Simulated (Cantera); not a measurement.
A perfectly stirred reactor is fed with CH4 : H2O : H2 = 1 : 2.6 : 0.087 (molar parts), at 383 Torr; it is held at 1998 K, and followed from long to short residence time.

Cantera simulation using GRI-Mech 3.0 (53 species, 325 reactions); the numbers are that mechanism's predictions, not measurements.

What does this change do: CH4 1 to 6.7 parts?


```csv
quantity,before,after
x(CH4) at τ = 15.0 s,0.000138,0.00225
x(H2O) at τ = 15.0 s,0.265,0.000322
x(H2) at τ = 15.0 s,0.558,0.747
x(H) at τ = 15.0 s,0.00166,0.00195
x(OH) at τ = 15.0 s,7.81e-5,8.32e-8
x(CH4) at τ = 0.240 s,0.00496,0.0116
x(H2O) at τ = 0.240 s,0.279,0.0164
x(H2) at τ = 0.240 s,0.543,0.728
x(H) at τ = 0.240 s,0.00160,0.00189
x(OH) at τ = 0.240 s,8.19e-5,4.20e-6
```
GRI-Mech 3.0 stops at C3 and has no aromatics, soot or wall deposition, so with more carbon than oxygen in the feed, carbon stays in small species such as C2H2 where larger ones or solid carbon would form.

What does this change do: pressure from 383 Torr to 760 Torr?


| quantity | before | after |
|---|---|---|
| x(CH4) at τ = 15.0 s | 0.000138 | 0.000134 |
| x(H2O) at τ = 15.0 s | 0.265 | 0.265 |
| x(H2) at τ = 15.0 s | 0.558 | 0.558 |
| x(H) at τ = 15.0 s | 0.00166 | 0.00119 |
| x(OH) at τ = 15.0 s | 7.81e-5 | 5.60e-5 |
| x(CH4) at τ = 0.240 s | 0.00496 | 0.00475 |
| x(H2O) at τ = 0.240 s | 0.279 | 0.277 |
| x(H2) at τ = 0.240 s | 0.543 | 0.545 |
| x(H) at τ = 0.240 s | 0.00160 | 0.00116 |
| x(OH) at τ = 0.240 s | 8.19e-5 | 5.88e-5 |
